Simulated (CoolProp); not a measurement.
Vapour-liquid equilibrium of p-xylene (1) + n-undecane (2) at 0.00917 MPa; x and y are mole fractions of (1).

Values from CoolProp's multi-fluid Helmholtz-energy mixture model, Zhou 2012 and Aleksandrov 2011; pair parameters Bell 2016.

```tsv
x	bubble temperature (°C)	y at the bubble point	dew temperature at overall composition x (°C)	liquid density (mol/L)
0.05	111.9	0.244	…	4.382
0.15	102.3	0.544	114.3	4.640
0.25	94.8	0.711	111.7	4.909
0.35	88.8	0.810	108.9	5.192
0.45	83.8	0.873	…	5.495
0.55	79.7	…	102.1	5.821
0.65	76.1	0.945	97.8	…
0.75	73.0	0.967	92.6	…
0.85	70.3	0.983	85.7	6.992
0.95	67.8	0.995	75.4	…
```

Some entries are withheld; supply them.


- 0.05, dew temperature at overall composition x (°C): 116.7
- 0.45, dew temperature at overall composition x (°C): 105.7
- 0.55, y at the bubble point: 0.915
- 0.65, liquid density (mol/L): 6.176
- 0.75, liquid density (mol/L): 6.564
- 0.95, liquid density (mol/L): 7.467

No azeotrope shows between x = 0.05 and 0.95.

The pair parameters rest on a limited set of measurements; away from them the model extrapolates.
